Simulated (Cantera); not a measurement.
Input (Python, Cantera):

```python
import numpy as np
import cantera as ct

gas = ct.Solution("h2o2.yaml")
gas.TPX = 1323, 2000, {'H2': 0.078, 'O2': 1}
reactor = ct.IdealGasConstPressureReactor(gas, energy="off", clone=False)
net = ct.ReactorNet([reactor])
net.rtol, net.atol = 1e-08, 1e-18
show = ['H2', 'O2', 'OH', 'O', 'H', 'H2O2', 'HO2']
times = np.geomspace(0.0002, 1, 11)

steps = ct.SolutionArray(gas, extra=["t"])
rows = []
print(f"{'t/s':>10s}{'T/K':>9s}{'P/Pa':>11s}" + "".join(f"{s:>11s}" for s in show))
for t in times:
    while net.time < t:
        t_next = net.step()
        steps.append(gas.state, t=t_next)
    rows.append([np.interp(t, steps.t, y) for y in (steps.T, steps.P, *steps(*show).X.T)])
    print(f"{t:10.3e}{rows[-1][0]:9.1f}{rows[-1][1]:11.4g}" + "".join(f"{x:11.3e}" for x in rows[-1][2:]))
rate = np.gradient(steps.T, steps.t)
print("integrator steps:", len(steps.t))
if steps.T.max() > steps.T[0] + 200:
    print(f"time of steepest temperature rise: {steps.t[rate.argmax()]:.4e} s")
gas.TPX = 1323, 2000, {'H2': 0.078, 'O2': 1}
gas.equilibrate("TP")
print(f"equilibrium (TP): T = {gas.T:.1f} K  " + "  ".join(f"{s} {gas[s].X[0]:.3e}" for s in show))
```

It prints:

```
       t/s      T/K       P/Pa         H2         O2         OH          O          H       H2O2        HO2
 2.000e-04   1323.0       2000  7.235e-02  9.276e-01  7.514e-07  9.950e-07  5.809e-07  3.464e-10  1.544e-07
 4.687e-04   1323.0       2000  7.198e-02  9.274e-01  1.262e-04  1.683e-04  9.653e-05  2.311e-09  7.462e-07
 1.099e-03   1323.0       2000  3.104e-03  8.737e-01  8.116e-03  4.292e-02  1.377e-02  1.999e-07  5.127e-06
 2.575e-03   1323.0       2000  1.561e-03  8.749e-01  6.490e-03  4.378e-02  1.091e-02  1.445e-07  4.784e-06
 6.034e-03   1323.0       2000  1.338e-03  8.830e-01  6.034e-03  3.666e-02  8.419e-03  1.450e-07  4.649e-06
 1.414e-02   1323.0       2000  9.403e-04  8.964e-01  5.092e-03  2.489e-02  4.751e-03  1.410e-07  4.257e-06
 3.314e-02   1323.0       2000  4.565e-04  9.113e-01  3.571e-03  1.169e-02  1.540e-03  1.208e-07  3.305e-06
 7.768e-02   1323.0       2000  1.410e-04  9.204e-01  1.994e-03  3.549e-03  2.584e-04  8.027e-08  1.861e-06
 1.821e-01   1323.0       2000  3.287e-05  9.237e-01  9.662e-04  8.228e-04  2.892e-05  4.103e-08  7.247e-07
 4.267e-01   1323.0       2000  7.439e-06  9.245e-01  4.610e-04  1.862e-04  3.120e-06  1.792e-08  2.297e-07
 1.000e+00   1323.0       2000  1.884e-06  9.248e-01  2.326e-04  4.728e-05  3.994e-07  7.344e-09  7.704e-08
integrator steps: 1365
equilibrium (TP): T = 1323.0 K  H2 7.201e-08  O2 9.249e-01  OH 4.566e-05  O 1.821e-06  H 3.029e-09  H2O2 6.656e-10  HO2 4.596e-08
```

Detailed kinetics in Cantera: the H2/O2 subset of GRI-Mech 3.0, which has no nitrogen chemistry. Radical loss at walls, strong at low pressure, is not modelled. The temperature is held fixed by assumption; the heat of reaction is taken as removed at once.
